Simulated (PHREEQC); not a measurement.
**Leach liquor: speciation**

Dissolve 0.0075 mol/kgw HCl, 0.0019 mol/kgw MnSO4 and 9.3e-05 mol/kgw NiSO4 at 25 °C. Closed to the air; pH follows from the charge balance.

Equilibrium calculation in PHREEQC: ion-association model, wateq4f.dat.

This is a speciation only: nothing precipitates in the calculation.

Estimate the pH, ionic strength.

pH 2.20; ionic strength 0.0136 mol/kgw.

In which forms is S present?

SO4-2 64 %, HSO4- 28 %, MnSO4 7.8 % of the S.

Complexes and solids missing from the database can't appear.
